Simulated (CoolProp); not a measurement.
Saturation properties of neopentane (Tc = 433.7 K, pc = 3.196 MPa, ω = 0.196).

Computed with CoolProp (reference Helmholtz-energy equation of state, Lemmon 2006). It is a short technical equation, of lower accuracy than the large ones.

| T (K) | p (MPa) | vapour density (kg/m³) | liquid cp (kJ/(kg K)) |
|---|---|---|---|
| 323.6 | … | 10.83 | … |
| 330.2 | 0.4276 | 12.80 | … |
| 336.9 | … | 15.08 | 2.566 |
| 343.5 | … | 17.65 | 2.617 |
| 350.1 | 0.6884 | 20.57 | 2.671 |
| 356.8 | 0.7980 | 23.95 | … |
| 363.4 | 0.9180 | 27.74 | 2.793 |
| 370.1 | 1.053 | 32.13 | 2.863 |

**Question.** Complete the blanks.

**Answer.** 
- 323.6, p (MPa): 0.3601
- 323.6, liquid cp (kJ/(kg K)): 2.471
- 330.2, liquid cp (kJ/(kg K)): 2.517
- 336.9, p (MPa): 0.5054
- 343.5, p (MPa): 0.5917
- 356.8, liquid cp (kJ/(kg K)): 2.730

It boils at 282.7 K under 1 atm.
